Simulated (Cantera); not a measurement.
Low-pressure radical oxidation in H2/O2

An isothermal, constant-pressure homogeneous reactor starts with H2 : O2 = 0.0069 : 9 (molar parts), at 1373 K and 21.8 Torr.

Computed with Cantera and the H2/O2 subset of GRI-Mech 3.0, which has no nitrogen chemistry. Radical loss at walls, strong at low pressure, is not modelled.

```csv
t (s),x H2,x O2,x H2O,x HO2,x H2O2
1.00e-5,0.000766,0.999,<1e-12,2.66e-10,<1e-12
3.88e-5,0.000766,0.999,8.13e-12,1.03e-9,<1e-12
0.000151,0.000766,0.999,1.76e-10,4.01e-9,<1e-12
0.000584,0.000766,0.999,3.12e-9,1.55e-8,1.82e-12
0.00227,0.000766,0.999,6.60e-8,5.94e-8,1.64e-11
0.00879,0.000758,0.999,5.88e-6,2.12e-7,1.05e-10
0.0341,2.56e-6,0.998,0.000708,8.38e-8,1.24e-9
0.132,2.24e-7,0.999,0.000718,7.29e-8,9.77e-10
0.514,1.67e-7,0.999,0.000725,6.16e-8,8.08e-10
1.99,7.18e-8,0.999,0.000739,3.73e-8,4.35e-10
7.73,1.41e-8,0.999,0.000754,1.42e-8,1.08e-10
30.0,2.20e-9,0.999,0.000762,8.08e-9,1.92e-11
```
x: mole fraction; the columns are a selection and need not sum to one.

Equilibrium at this temperature and pressure: H2 1.34e-9, O2 0.999, H2O 0.000763, HO2 8.38e-9, H2O2 1.21e-11 (gas phase only).
